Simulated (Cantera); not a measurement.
Cantera run:

```python
import numpy as np
import cantera as ct

gas_names = [...]  # 110 gases of nasa_gas.yaml made of C, F, H
cond_names = """
    C(gr) C6H6(L) C7H8(L) C8H18(L),n-octa
""".split()


# ... load() reads the species with a 1 bar reference pressure and builds the phases ...
atoms = {
    'CHF3': {'C': 1, 'H': 1, 'F': 3},
    'CH4': {'C': 1, 'H': 4},
    'H2': {'H': 2},
}
top_T = {'C(gr)': 4500}  # K; cautious upper limits of use, not melting points


# ... equilibrate(T, P, feed) seeds the gas with the atoms and calls Mixture.equilibrate('TP', solver="vcs", rtol=1e-11, max_steps=5000) ...
results = []
feed = {'CHF3': 1, 'CH4': 0.015, 'H2': 3.1}  # mol
P = 10000  # Pa
for T in [3000, 3250, 3500, 3750, 4000, 4250, 4500, 4750, 5000]:
    mix = equilibrate(T, P, feed)
    results.append((T, P, feed, dict(zip(mix.species_names, mix.species_moles))))

top = {s: max(r[3][s] / sum(r[3][g] for g in gas_names) for r in results) for s in gas_names}
cols = sorted((s for s in top if top[s] > 1e-06), key=lambda s: -top[s])[:5]
seen = [c for c in cond_names if any(r[3].get(c, 0) > 1e-12 for r in results)]
print("log10 of partial pressures in bar; condensed amounts in mol")
print(f"{'T/K':>10s}" + "".join(f"{s[:9]:>10s}" for s in cols + seen))
for T, P, feed, n in results:
    ng = sum(n[g] for g in gas_names)
    print(f"{T:10.4g}" + "".join(f"{np.log10(max(n[s] / ng * P / 1e5, 1e-99)):10.3f}" for s in cols)
          + "".join(f"{n.get(c, 0):10.4g}" for c in seen))
```

Result:

```
log10 of partial pressures in bar; condensed amounts in mol
       T/K         H        HF         F        H2         C     C(gr)
      3000    -1.622    -1.295    -3.485    -1.640    -4.295    0.7416
      3250    -1.441    -1.360    -2.932    -1.896    -3.375         0
      3500    -1.325    -1.440    -2.443    -2.192    -2.869         0
      3750    -1.263    -1.579    -2.048    -2.529    -2.488         0
      4000    -1.228    -1.816    -1.799    -2.862    -2.235         0
      4250    -1.209    -2.133    -1.673    -3.180    -2.112         0
      4500    -1.200    -2.478    -1.617    -3.477    -2.070         0
      4750    -1.195    -2.818    -1.594    -3.752    -2.056         0
      5000    -1.193    -3.138    -1.584    -4.003    -2.051         0
```

Cantera equilibrium calculation (NASA polynomials, part measured and part estimated; ideal gas, pure solids and liquids).
